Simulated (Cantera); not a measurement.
Input: 1 mol Si₃H₈, 210 mol H₂, held at 1075 °C and 0.00720 bar.

Cantera equilibrium calculation (NASA polynomials, part measured and part estimated; ideal gas, pure solids and liquids). Candidate condensed phases: Si; 9 gas species. The feed counts by its element totals alone. The numbers say what is thermodynamically allowed, not how fast it happens.

Base state: H₂ 1.000, H 2.73e-5 (mole fractions); condensed: Si(s).

What changes in the equilibrium state with this change: 0.64 mol O₂ added?


| species | before | after |
|---|---|---|
| H₂ | 1.000 | 0.997 |
| SiO | 0 | 0.00329 |
| H | 2.73e-5 | 2.73e-5 |
| Si(s), mol | 3.00 | 2.01 |
| SiO₂(β-quartz), mol | 0 | 0.287 |
Mutual solubility and eutectic melting of coexisting phases are not modelled. The tables hold silica as quartz up to 1696 K and as liquid above; real silica turns to tridymite and cristobalite and melts near 1996 K. Further candidate phases: H₂O, SiO₂.
